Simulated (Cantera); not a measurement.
An isothermal, constant-pressure homogeneous reactor starts with N2O : H2O = 1 : 0.14 (molar parts), at 1325 K and 0.120 bar. Integrator tolerance rtol = 1e-08.

Model: GRI-Mech 3.0 (53 species, 325 reactions), integrated in Cantera. GRI-Mech 3.0 was tuned for natural gas; its chemistry of N2O as a main component is partial and can be far from experiment. The mechanism lacks the step 2 NO + O2 → 2 NO2, which can matter for NO2 below about 1400 K. The temperature is held fixed by assumption; the heat of reaction is taken as removed at once.

Question: What does this change do: temperature 1325 to 1523 K?

Answer: 
```tsv
quantity	before	after
x(N2O) at 100 s	8.42e-7 (gas-phase equilibrium 9.87e-9)	2.28e-6 (gas-phase equilibrium 2.70e-8)
x(H2O) at 100 s	0.0854 (gas-phase equilibrium 0.0854)	0.0853 (gas-phase equilibrium 0.0853)
x(H) at 100 s	1.20e-9 (gas-phase equilibrium 1.17e-9)	7.58e-8 (gas-phase equilibrium 7.21e-8)
x(O) at 100 s	4.17e-7 (gas-phase equilibrium 4.42e-7)	8.08e-6 (gas-phase equilibrium 8.84e-6)
x(HO2) at 100 s	3.11e-8 (gas-phase equilibrium 3.40e-8)	1.42e-7 (gas-phase equilibrium 1.64e-7)
x(O2) at 100 s	0.271 (gas-phase equilibrium 0.305)	0.253 (gas-phase equilibrium 0.304)
x(N2) at 100 s	0.576 (gas-phase equilibrium 0.610)	0.558 (gas-phase equilibrium 0.609)
```

Question: What does this change do: temperature 1325 to 1548 K?

Answer: 
| quantity | before | after |
|---|---|---|
| x(N2O) at 100 s | 8.42e-7 (gas-phase equilibrium 9.87e-9) | 2.41e-6 (gas-phase equilibrium 3.01e-8) |
| x(H2O) at 100 s | 0.0854 (gas-phase equilibrium 0.0854) | 0.0853 (gas-phase equilibrium 0.0853) |
| x(H) at 100 s | 1.20e-9 (gas-phase equilibrium 1.17e-9) | 1.19e-7 (gas-phase equilibrium 1.13e-7) |
| x(O) at 100 s | 4.17e-7 (gas-phase equilibrium 4.42e-7) | 1.11e-5 (gas-phase equilibrium 1.22e-5) |
| x(HO2) at 100 s | 3.11e-8 (gas-phase equilibrium 3.40e-8) | 1.68e-7 (gas-phase equilibrium 1.94e-7) |
| x(O2) at 100 s | 0.271 (gas-phase equilibrium 0.305) | 0.252 (gas-phase equilibrium 0.304) |
| x(N2) at 100 s | 0.576 (gas-phase equilibrium 0.610) | 0.557 (gas-phase equilibrium 0.609) |
